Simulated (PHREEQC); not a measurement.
A PHREEQC speciation (ion-association model, phreeqc.dat) at 25 °C gives pH 5.22 and these molalities:

| species | mol/kgw |
|---|---|
| Ca+2 | 0.000800 |
| SO4-2 | 0.000800 |
| CO2 | 8.72e-5 |
| CaSO4 | 6.99e-5 |
| HCO3- | 6.78e-6 |
| H+ | 6.44e-6 |
| HSO4- | 3.94e-7 |
| CaHCO3+ | 5.43e-8 |

Q: What are the element totals, and what could have been dissolved in 1 kg of water to give them?

A: This is not unique; one that fits is totals C(4) 9.40e-5, Ca 0.000870, S(6) 0.000870 mol/kgw, from 0.00087 mol/kgw CaSO4 and 9.4e-05 mol/kgw CO2.

Precipitation was switched off in this run.
